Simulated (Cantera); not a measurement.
An isothermal, constant-pressure homogeneous reactor starts with 64.9 % NO, 35.1 % N2, at 1775 K and 190000 Pa.

Model: GRI-Mech 3.0 (53 species, 325 reactions), integrated in Cantera.

x: mole fraction; the columns are a selection and need not sum to one.

```csv
t (s),x NO,x N2O,x O,x NO2,x N2,x O2
0.000800,0.649,8.71e-5,2.50e-6,0.000136,0.351,5.88e-6
0.00283,0.648,[?],[?],[?],0.351,[?]
0.0100,0.646,0.000181,6.72e-6,0.000458,0.352,0.00118
0.0355,0.639,0.000176,7.97e-6,0.000543,0.356,0.00490
0.126,0.613,0.000161,1.12e-5,0.000747,0.369,0.0176
0.445,0.535,0.000122,1.76e-5,0.00105,0.407,0.0561
1.58,0.364,5.55e-5,2.68e-5,0.00110,0.493,0.142
5.58,[?],[?],[?],[?],[?],[?]
19.8,0.0400,9.54e-7,3.86e-5,0.000175,0.655,0.305
70.0,0.00863,3.43e-7,3.96e-5,3.88e-5,0.671,0.320
```

Question: Complete the blanks.

Answer: 
- 0.00283, x N2O: 0.000164
- 0.00283, x O: 5.65e-6
- 0.00283, x NO2: 0.000375
- 0.00283, x O2: 0.000150
- 5.58, x NO: 0.157
- 5.58, x N2O: 1.04e-5
- 5.58, x O: 3.48e-5
- 5.58, x NO2: 0.000618
- 5.58, x N2: 0.597
- 5.58, x O2: 0.246
